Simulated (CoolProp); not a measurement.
c-C4F8 (RC318) along the isobar 94.2 bar: Z from the reference equation and from simpler models built on Tc = 115.2 °C, pc = 27.78 bar, ω = 0.355; each cubic takes its own stable root.

The numbers come from the reference Helmholtz-energy equation of state, Platzer 1990 in CoolProp. This equation is an older, rougher fit; its heat capacities, sound speeds and derivatives of the liquid may be far off and weren't checked against measurements.

| T (°C) | phase | reference | van der Waals | Soave-Redlich-Kwong |
|---|---|---|---|---|
| -13.35 | liquid | 0.5207 | 0.8008 | 0.5446 |
| 3.75 | liquid | 0.5047 | 0.7678 | 0.5265 |
| 20.95 | liquid | 0.4921 | 0.7397 | 0.5128 |
| 38.05 | liquid | 0.4828 | 0.7162 | 0.5035 |
| 55.25 | liquid | 0.4767 | 0.6965 | 0.4983 |
| 72.45 | liquid | 0.4739 | 0.6803 | 0.4977 |
| 89.55 | liquid | 0.4749 | 0.6676 | 0.5020 |
| 106.75 | liquid | 0.4804 | 0.6578 | 0.5121 |
| 123.85 | supercritical | 0.4913 | 0.6512 | 0.5289 |
| 141.05 | supercritical | 0.5092 | 0.6475 | 0.5538 |
| 158.25 | supercritical | 0.5359 | 0.6467 | 0.5873 |
| 175.35 | supercritical | 0.5719 | 0.6490 | 0.6287 |
| 192.55 | supercritical | 0.6162 | 0.6544 | 0.6755 |
| 209.65 | supercritical | 0.6642 | 0.6629 | 0.7231 |
| 226.85 | supercritical | 0.7120 | 0.6743 | 0.7688 |
